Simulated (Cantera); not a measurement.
Charge: 1 mol C3H6, 0.071 mol O2, at 1002 °C and 1 atm.

Method: chemical equilibrium by Gibbs-energy minimisation in Cantera with the NASA 1993 tables (ideal gas, pure condensed phases). Candidate condensed phases: C, C6H6, C7H8, C8H18, H2O; 110 gas species. The numbers say what is thermodynamically allowed, not how fast it happens.

Base state: H2 0.946, CO 0.0451, CH4 0.00840, H2O 0.000504, CO2 1.44e-5 (mole fractions); condensed: C(graphite).

Task: What changes in the equilibrium state with this change: temperature from 1002 °C to 1775 °C?

Result: 
| species | before | after |
|---|---|---|
| H2 | 0.946 | 0.951 |
| CO | 0.0451 | 0.0452 |
| H | 7.12e-7 | 0.00217 |
| CH4 | 0.00840 | 0.000344 |
| C2H2 (acetylene) | 3.63e-7 | 0.000997 |
| CO2 | 1.44e-5 | 4.22e-8 |
| C(graphite), mol | 2.83 | 2.85 |

Task: What changes in the equilibrium state with this change: pressure from 1 atm to 0.133 bar?

Result: 
```json
[
 {"species": "H2", "before": "0.946", "after": "0.954"},
 {"species": "CO", "before": "0.0451", "after": "0.0452"},
 {"species": "CH4", "before": "0.00840", "after": "0.00112"},
 {"species": "H2O", "before": "0.000504", "after": "6.70e-5"},
 {"species": "CO2", "before": "1.44e-5", "after": "1.91e-6"},
 {"species": "C(graphite), mol", "before": "2.83", "after": "2.85"}
]
```

Task: What changes in the equilibrium state with this change: O2 from 0.071 to 1 mol?

Result: 
| species | before | after |
|---|---|---|
| H2 | 0.946 | 0.595 |
| CO | 0.0451 | 0.398 |
| CH4 | 0.00840 | 0.00332 |
| CO2 | 1.44e-5 | 0.00112 |
| H2O | 0.000504 | 0.00280 |
| C(graphite), mol | 2.83 | 1.00 |
